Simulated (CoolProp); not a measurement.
Computed with CoolProp (reference Helmholtz-energy equation of state, Thol 2018).

For hydrogen chloride, give the phase and the Joule-Thomson coefficient (K/MPa) at 592.3 K and 0.101 bar; 415.4 K and 0.1 bar; 458.8 K and 13.5 bar.


- 592.3 K and 0.101 bar: gas; Joule-Thomson coefficient 4.19
- 415.4 K and 0.1 bar: gas; Joule-Thomson coefficient 7.83
- 458.8 K and 13.5 bar: gas; Joule-Thomson coefficient 6.41
